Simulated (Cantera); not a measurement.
Charge: 1 mol Pb, 0.9 mol CO, 0.53 mol H2, at 650 °C and 2.10 bar.

These are equilibrium values from Cantera (NASA tables, ideal gas, pure condensed phases), not measurements of a reactor. Candidate condensed phases: C, C6H6, C7H8, C8H18, H2O, Pb, PbO, PbO2, Pb3O4; 113 gas species. Kinetics and transport are ignored.

Base state: H2 0.287, CO2 0.277, CO 0.204, H2O 0.191, CH4 0.0404 (mole fractions); condensed: C(graphite) + Pb(l).

What changes in the equilibrium state with this change: temperature from 650 °C to 1275 °C?


```csv
species,before,after
CO,0.204,0.617
H2,0.287,0.363
Pb,1.21e-6,0.0183
CO2,0.277,0.000352
H2O,0.191,0.000577
CH4,0.0404,0.000566
H,<1e-9,1.28e-5
Pb2,<1e-9,1.03e-5
"C(graphite), mol",0.405,0.000508
"Pb(l), mol",1.000,0.973
```
